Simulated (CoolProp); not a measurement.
n-perfluorohexane at 319.82 K and 11.3 MPa is throttled through a valve to 5.44 MPa with no heat exchange. Each further row changes one setting.

Computed with CoolProp (reference Helmholtz-energy equation of state, Gao 2022).

| case | temperature change (K) | final density (kg/m³) |
|---|---|---|
| as stated | [?] | 1640 |
| outlet pressure 1.63 MPa | [?] | 1610 |
| outlet pressure 7.07 MPa | [?] | 1640 |

### Question
Fill in the missing entries.

### Answer

- as stated, temperature change (K): +1.6
- outlet pressure 1.63 MPa, temperature change (K): +2.5
- outlet pressure 7.07 MPa, temperature change (K): +1.2
